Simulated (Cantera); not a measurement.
Input: 1 mol Si, 8.1 mol HF, 0.52 mol NF₃, held at 1523.15 K and 0.165 Torr.

These are equilibrium values from Cantera (NASA tables, ideal gas, pure condensed phases), not measurements of a reactor. Candidate condensed phases: Si, Si₃N₄; 37 gas species. The tables' values for SiF₃, SiF₂ are old estimates; treat these amounts as uncertain. The numbers say what is thermodynamically allowed, not how fast it happens.

Base state: HF 0.696, H₂ 0.148, SiF₄ 0.121, N₂ 0.0319, SiF₃ 0.00197, H 0.000601, SiF₂ 1.76e-5, SiHF₃ 1.49e-5 (mole fractions); condensed: gas only.

**Question.** What changes in the equilibrium state with this change: temperature from 1523.15 K to 1723 K?

**Answer.** 
```tsv
species	before	after
HF	0.696	0.705
H₂	0.148	0.137
SiF₄	0.121	0.105
SiF₃	0.00197	0.0158
N₂	0.0319	0.0316
SiF₂	1.76e-5	0.000964
H	0.000601	0.00455
SiHF₃	1.49e-5	4.01e-5
```
